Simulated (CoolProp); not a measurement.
Vapour-liquid equilibrium of n-pentane (1) + acetone (2) at 301.6 K; x and y are mole fractions of (1).

Values from CoolProp's multi-fluid Helmholtz-energy mixture model, Thol 2019 and Lemmon 2006; pair parameters Bell 2016.

| x | bubble pressure, mixture model (bar) | bubble pressure, Raoult's law (bar) | y, mixture model | y, Raoult's law |
|---|---|---|---|---|
| 0.05 | 0.5049 | 0.3768 | 0.321 | 0.103 |
| 0.15 | ___ | 0.4188 | 0.537 | 0.278 |
| 0.25 | 0.7823 | 0.4608 | 0.614 | 0.421 |
| 0.35 | 0.8283 | 0.5028 | 0.652 | 0.540 |
| 0.45 | 0.8516 | 0.5447 | 0.674 | 0.641 |
| 0.55 | 0.8650 | 0.5867 | 0.692 | 0.727 |
| 0.65 | 0.8735 | 0.6287 | 0.712 | 0.802 |
| 0.75 | ___ | 0.6707 | 0.742 | 0.867 |
| 0.85 | ___ | 0.7127 | 0.795 | 0.925 |
| 0.95 | 0.8225 | 0.7546 | 0.902 | 0.976 |

Q: Some entries are withheld; supply them.

A: 
- 0.15, bubble pressure, mixture model (bar): 0.6894
- 0.75, bubble pressure, mixture model (bar): 0.8765
- 0.85, bubble pressure, mixture model (bar): 0.8662

The largest gap from Raoult's law is +69.8 % in bubble pressure, at x = 0.25. y crosses x between x = 0.65 and 0.75: the model has an azeotrope there.

Pair parameters are fitted to limited data, so mixtures are less certain than the pure fluids. With so large a gap from Raoult's law the liquid may split in two, which this calculation doesn't test in full.
